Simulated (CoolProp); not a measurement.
Vapour-liquid equilibrium of R114 (1) + n-heptane (2) at 95.25 °C; x and y are mole fractions of (1).

The numbers come from the multi-fluid Helmholtz-energy mixture model, Platzer 1990 and Span 2003; pair parameters Bell 2016 in CoolProp. This equation is an older, rougher fit; its heat capacities, sound speeds and derivatives of the liquid may be far off and weren't checked against measurements.

```tsv
x	bubble pressure, mixture model (kPa)	bubble pressure, Raoult's law (kPa)	y, mixture model	y, Raoult's law
0.05	167.6	152.2	0.458	0.424
0.2	381.9	331.7	0.779	0.777
0.35	570.4	511.3	0.865	0.883
0.5	734.4	690.9	0.907	0.933
0.65	885.2	870.4	0.936	0.963
0.8	1040	1050	0.961	0.982
0.95	1220	1230	0.989	0.996
```

The largest gap from Raoult's law is +15.1 % in bubble pressure, at x = 0.2. No azeotrope shows between x = 0.05 and 0.95.

The pair parameters rest on a limited set of measurements; away from them the model extrapolates. The gap from Raoult's law changes sign with composition, which may be real or a fault of the pair parameters; it wasn't checked against measurements.
